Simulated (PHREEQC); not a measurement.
A solution holds 0.77 mmol/kgw CuSO4, 0.32 mmol/kgw HBF4 and 0.13 mmol/kgw NaCl, at 25 °C. Closed to the air; pH follows from the charge balance.

Model: ion-association model, phreeqc.dat, run in PHREEQC.

```json
{
 "pH": "3.21",
 "ionic_strength": "0.00358 mol/kgw",
 "specific_conductance": "441 µS/cm",
 "total_alkalinity": "-1.28 meq/kg"
}
```

| species | molality | activity | log γ |
|---|---|---|---|
| Cu+2 | 0.000705 | 0.000548 | -0.109 |
| SO4-2 | 0.000678 | 0.000524 | -0.111 |
| F- | 0.000671 | 0.000628 | -0.029 |
| H+ | 0.000653 | 0.000615 | -0.026 |
| HF | 0.000579 | 0.000579 | 0.000 |
| H3BO3 | 0.000313 | 0.000313 | 0.000 |
| Cl- | 0.000130 | 0.000122 | -0.028 |
| Na+ | 0.000130 | 0.000121 | -0.028 |
| CuSO4 | 5.86e-5 | 5.87e-5 | 0.000 |
| HSO4- | 3.35e-5 | 3.14e-5 | -0.028 |

This is a speciation only: nothing precipitates in the calculation. Real BF4- forms and hydrolyses slowly; the run takes it at equilibrium.
